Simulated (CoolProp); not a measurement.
The numbers come from the reference Helmholtz-energy equation of state, Akasaka 2020 in CoolProp.

**Question.** Give the vapour pressure (MPa), liquid density (kg/m³), vapour density (kg/m³), enthalpy of vaporisation (kJ/kg) of saturated R1123 at -30.15, -14.55 °C.

**Answer.** 
| T (°C) | p (MPa) | liquid density (kg/m³) | vapour density (kg/m³) | enthalpy of vaporisation (kJ/kg) |
|---|---|---|---|---|
| -30.15 | 0.399 | 1240 | 17.9 | 201 |
| -14.55 | 0.691 | 1180 | 30.6 | 187 |
